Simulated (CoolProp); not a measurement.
Vapour-liquid equilibrium of ethane (1) + n-butane (2) at 223.2 K; x and y are mole fractions of (1).

Model: multi-fluid Helmholtz-energy mixture model, Bücker 2006 and Bücker 2006; pair parameters Kunz 2012, in CoolProp.

```
x     bubble pressure, mixture model (MPa)  bubble pressure, Raoult's law (MPa)  y, mixture model  y, Raoult's law
----  ------------------------------------  -----------------------------------  ----------------  ---------------
0.05                               0.03442                              0.03666             0.734            0.754
0.2                                 0.1130                               0.1182             0.929            0.936
0.35                                     ?                               0.1997                 ?            0.969
0.5                                 0.2766                               0.2812                 ?            0.983
0.65                                     ?                               0.3627                 ?            0.991
0.8                                 0.4382                               0.4442             0.994            0.996
0.95                                0.5227                               0.5257             0.999            0.999
```

### Question
Fill in the missing entries.

### Answer

- 0.35, bubble pressure, mixture model (MPa): 0.1947
- 0.35, y, mixture model: 0.965
- 0.5, y, mixture model: 0.980
- 0.65, bubble pressure, mixture model (MPa): 0.3574
- 0.65, y, mixture model: 0.988

The largest gap from Raoult's law is -6.1 % in bubble pressure, at x = 0.05. No azeotrope shows between x = 0.05 and 0.95.

Pair parameters are fitted to limited data, so mixtures are less certain than the pure fluids.
